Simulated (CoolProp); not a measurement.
Ammonia along the isobar 249 kPa: density (kg/m³) from the reference equation and from simpler models built on Tc = 132.4 °C, pc = 11360 kPa, ω = 0.256; each cubic takes its own stable root.

Computed with CoolProp (reference Helmholtz-energy equation of state, Gao 2020).

```
T (°C)   phase  reference  Soave-Redlich-Kwong  Peng-Robinson
------  ------  ---------  -------------------  -------------
-21.85  liquid      667.4                529.2          597.6
-7.45      gas      2.007                1.974          1.976
6.85       gas      1.886                1.866          1.868
21.25      gas      1.782                1.768          1.770
35.65      gas      1.690                1.681          1.683
50.05      gas      1.609                1.603          1.604
64.35      gas      1.536                1.532          1.533
78.75      gas      1.470                1.467          1.468
93.15      gas      1.409                1.407          1.408
```
